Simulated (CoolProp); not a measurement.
Vapour-liquid equilibrium of ethanol (1) + n-nonane (2) at 202.65 °C; x and y are mole fractions of (1).

Computed with CoolProp (multi-fluid Helmholtz-energy mixture model, Schroeder 2014 and Lemmon 2006; pair parameters Bell 2016).

```json
[
 {"x": "0.05", "bubble pressure (kPa)": "625.2", "y at the bubble point": "0.439", "dew pressure at overall composition x (kPa)": "355.5", "liquid density (mol/L)": "4.474"},
 {"x": "0.15", "bubble pressure (kPa)": "1101", "y at the bubble point": "0.671", "dew pressure at overall composition x (kPa)": "401.4", "liquid density (mol/L)": "4.753"},
 {"x": "0.25", "bubble pressure (kPa)": "1457", "y at the bubble point": "0.748", "dew pressure at overall composition x (kPa)": "459.2", "liquid density (mol/L)": "5.069"},
 {"x": "0.35", "bubble pressure (kPa)": "1730", "y at the bubble point": "0.789", "dew pressure at overall composition x (kPa)": "534.7", "liquid density (mol/L)": "5.432"},
 {"x": "0.45", "bubble pressure (kPa)": "1953", "y at the bubble point": "0.817", "dew pressure at overall composition x (kPa)": "637.9", "liquid density (mol/L)": "5.860"},
 {"x": "0.55", "bubble pressure (kPa)": "2155", "y at the bubble point": "0.842", "dew pressure at overall composition x (kPa)": "788.6", "liquid density (mol/L)": "6.381"},
 {"x": "0.65", "bubble pressure (kPa)": "2355", "y at the bubble point": "0.867", "dew pressure at overall composition x (kPa)": "1030", "liquid density (mol/L)": "7.040"},
 {"x": "0.75", "bubble pressure (kPa)": "2564", "y at the bubble point": "0.897", "dew pressure at overall composition x (kPa)": "1467", "liquid density (mol/L)": "7.910"},
 {"x": "0.85", "bubble pressure (kPa)": "2785", "y at the bubble point": "0.932", "dew pressure at overall composition x (kPa)": "2220", "liquid density (mol/L)": "9.104"},
 {"x": "0.95", "bubble pressure (kPa)": "3018", "y at the bubble point": "0.975", "dew pressure at overall composition x (kPa)": "2888", "liquid density (mol/L)": "10.80"}
]
```

No azeotrope shows between x = 0.05 and 0.95.

The pair parameters rest on a limited set of measurements; away from them the model extrapolates.
